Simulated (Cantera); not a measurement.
# Catalytic stagnation flow on Pt

A jet of CH4 : O2 : N2 = 0.022 : 0.2 : 0.79 (molar parts) at 300 K and 52.5 Torr hits a platinum plate 2 cm away at a mass flux of 0.042 kg/m²/s; the plate temperature is set and raised in steps from an oxygen-covered start.

Model: Deutschmann's 1995 Pt surface mechanism with GRI-Mech 3.0 gas chemistry, integrated in Cantera. Catalytic surfaces can have several steady states; this one follows from the mechanism file's or the stated starting coverage.

```
plate T (K)  wall x CH4  wall x O2  wall x H2O  wall x OH  wall x CO  wall x CO2  θ free Pt   θ O*
-----------  ----------  ---------  ----------  ---------  ---------  ----------  ---------  -----
900              0.0175      0.189     0.00791    2.16e-8    6.33e-6     0.00516      0.186  0.814
950              0.0149      0.183      0.0128    7.39e-8    7.43e-6     0.00835      0.249  0.750
1000             0.0123      0.177      0.0176    2.14e-7    8.27e-6      0.0115      0.316  0.683
1050             0.0101      0.173      0.0216    5.42e-7    8.97e-6      0.0142      0.383  0.616
1100            0.00829      0.169      0.0249    1.23e-6    9.67e-6      0.0163      0.450  0.550
1150            0.00692      0.166      0.0273    2.53e-6    1.05e-5      0.0180      0.514  0.486
1200            0.00588      0.164      0.0291    4.83e-6    1.15e-5      0.0192      0.574  0.425
```
x: mole fraction at the wall; θ: surface coverage.
